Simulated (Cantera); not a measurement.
Charge: 1 mol Si2H6, 0.074 mol O2, 1.1 mol H2, held at 1623 K and 10.0 Torr.

Method: chemical equilibrium by Gibbs-energy minimisation in Cantera with the NASA 1993 tables (ideal gas, pure condensed phases). Candidate condensed phases: H2O, Si, SiO2; 18 gas species. The feed counts by its element totals alone. Equilibrium is a limit: real reactors are often held back by kinetics, nucleation or transport.

Task: What is the equilibrium state?

Result: 
| Quantity | Value |
|---|---|
| x(H2) | 0.965 |
| x(SiO) | 0.0348 |
| x(H) | 0.000588 |
| x(Si) | 1.17e-5 |
| x(SiH2) | 6.24e-6 |
| x(SiH) | 2.67e-6 |
| x(H2O) | 1.22e-6 |
| n(Si(s)) | 1.85 mol |
| gas amount | 4.249 mol |
